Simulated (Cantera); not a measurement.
A Cantera script and what it prints.

```python
import numpy as np
import cantera as ct

gas_names = """
    SiHF3 H F SiF2 SiF4 SiH3
""".split()
cond_names = """

""".split()


def load(file, names, dense=False):
    # The tables refer to 1 bar. Condensed volumes are neglected.
    table = {s.name: s for s in ct.Species.list_from_file(file)}
    out = []
    for n in names:
        d = dict(table[n].input_data)
        d["thermo"] = dict(d["thermo"], **{"reference-pressure": 1e5})
        if dense:
            d["equation-of-state"] = {"model": "constant-volume", "density": "1e6 g/cm^3"}
        out.append(ct.Species.from_dict(d))
    return out


species = {s.name: s for s in load("nasa_gas.yaml", gas_names) + load("nasa_condensed.yaml", cond_names)}
# Each term lists the table entries of one substance; the one whose range holds T is used.
reactions = {
    'SiHF3(g) = H(g) + F(g) + SiF2(g)':
        [(-1, ['SiHF3']), (1, ['H']), (1, ['F']), (1, ['SiF2'])],
    'H(g) + 3 SiF4(g) + SiH3(g) = 4 SiHF3(g)':
        [(-1, ['H']), (-3, ['SiF4']), (-1, ['SiH3']), (4, ['SiHF3'])],
}


def pick(names, T):
    return next(species[n] for n in names if species[n].thermo.min_temp <= T <= species[n].thermo.max_temp)


results = []
for label, terms in reactions.items():
    print(label)
    print("     T/K   dH/kJ  dS/(J/K)   dG/kJ   log10 K")
    for T in [300, 673, 873, 1073, 1273, 1473, 1673, 1873, 2073, 2273]:
        used = [(nu, pick(names, T)) for nu, names in terms]
        dH = sum(nu * s.thermo.h(T) for nu, s in used) / 1e6
        dS = sum(nu * s.thermo.s(T) for nu, s in used) / 1e3
        dG = dH - T * dS / 1e3
        logK = -dG * 1e6 / (ct.gas_constant * T * np.log(10))
        results.append((label, T, dH, dS, dG, logK, [s.name for _, s in used]))
        print(f"{T:8g} {dH:8.1f} {dS:8.1f} {dG:8.1f} {logK:8.2f}")
```

Output:

```
SiHF3(g) = H(g) + F(g) + SiF2(g)
     T/K   dH/kJ  dS/(J/K)   dG/kJ   log10 K
     300    910.4    252.9    834.5  -145.30
     673    915.8    265.5    737.1   -57.21
     873    916.7    266.8    683.8   -40.92
    1073    917.0    267.0    630.4   -30.69
    1273    916.8    266.9    577.1   -23.68
    1473    916.2    266.5    523.7   -18.57
    1673    915.4    266.0    470.5   -14.69
    1873    914.5    265.4    417.3   -11.64
    2073    913.4    264.9    364.3    -9.18
    2273    912.2    264.3    311.4    -7.16
H(g) + 3 SiF4(g) + SiH3(g) = 4 SiHF3(g)
     T/K   dH/kJ  dS/(J/K)   dG/kJ   log10 K
     300   -385.8    -70.6   -364.6    63.49
     673   -392.2    -85.3   -334.8    25.99
     873   -394.1    -87.8   -317.5    19.00
    1073   -395.4    -89.1   -299.8    14.59
    1273   -396.3    -89.9   -281.9    11.57
    1473   -396.8    -90.3   -263.9     9.36
    1673   -397.1    -90.4   -245.8     7.67
    1873   -397.2    -90.5   -227.7     6.35
    2073   -397.1    -90.4   -209.6     5.28
    2273   -396.9    -90.3   -191.5     4.40
```

Source: NASA polynomial tables (part measured, part estimated), evaluated in Cantera. The tables' values for SiF2 are old estimates. Condensed species are held in their standard states even where they would react or evaporate.
